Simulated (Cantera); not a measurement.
An isothermal, constant-pressure homogeneous reactor starts with CH2O : O2 : N2 = 0.0092 : 0.0021 : 1 (molar parts), equivalence ratio 4.4, at 1248 K and 975 Torr. Integrator tolerance rtol = 1e-08.

Detailed kinetics in Cantera: GRI-Mech 3.0 (53 species, 325 reactions).

What does this change do: pressure from 975 Torr to 488 Torr?


```csv
quantity,before,after
x(CH2O) at 2.00 s,3.13e-11 (gas-phase equilibrium 3.02e-11),1.62e-11 (gas-phase equilibrium 1.51e-11)
x(O2) at 2.00 s,<1e-12 (gas-phase equilibrium <1e-12),3.20e-12 (gas-phase equilibrium <1e-12)
x(H) at 2.00 s,1.33e-6 (gas-phase equilibrium 3.36e-8),5.39e-6 (gas-phase equilibrium 4.75e-8)
x(C2H6) at 2.00 s,<1e-12 (gas-phase equilibrium <1e-12),<1e-12 (gas-phase equilibrium <1e-12)
x(H2O) at 2.00 s,0.00252 (gas-phase equilibrium 0.00241),0.00243 (gas-phase equilibrium 0.00241)
```

What does this change do: temperature 1248 to 1025 K?


| quantity | before | after |
|---|---|---|
| x(CH2O) at 2.00 s | 3.13e-11 (gas-phase equilibrium 3.02e-11) | 3.88e-11 (gas-phase equilibrium 3.40e-11) |
| x(O2) at 2.00 s | <1e-12 (gas-phase equilibrium <1e-12) | 4.93e-9 (gas-phase equilibrium <1e-12) |
| x(H) at 2.00 s | 1.33e-6 (gas-phase equilibrium 3.36e-8) | 3.54e-7 (gas-phase equilibrium 3.26e-10) |
| x(C2H6) at 2.00 s | <1e-12 (gas-phase equilibrium <1e-12) | <1e-12 (gas-phase equilibrium <1e-12) |
| x(H2O) at 2.00 s | 0.00252 (gas-phase equilibrium 0.00241) | 0.00350 (gas-phase equilibrium 0.00186) |
